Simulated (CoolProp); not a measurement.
A single-stage vapour-compression cycle with R134a: evaporating at 296.15 K (dew point), condensing at 363.15 K (bubble point), superheat 8 K, subcooling 8 K, compressor efficiency 0.85, no pressure losses. Each further row changes one setting.

The numbers come from the reference Helmholtz-energy equation of state, Tillner-Roth 1994 in CoolProp.

| case | cooling COP | pressure ratio | discharge temperature (K) | refrigerating effect (kJ/kg) | volumetric capacity (kJ/m³) |
|---|---|---|---|---|---|
| as stated | 2.32 | 5.18 | 381.0 | 94.6 | 2750 |
| evaporating temperature 301.15 K | 2.63 | 4.46 | 380.3 | 97.3 | 3280 |
| condensing temperature 358.15 K | 2.69 | 4.67 | 375.2 | 104 | 3010 |
| subcooling 13 K | 2.55 | 5.18 | 381.0 | 104 | 3030 |
| superheat 18 K | 2.40 | 5.18 | 389.5 | 104 | 2880 |
| compressor efficiency 0.75 | 2.04 | 5.18 | 384.6 | 94.6 | 2750 |
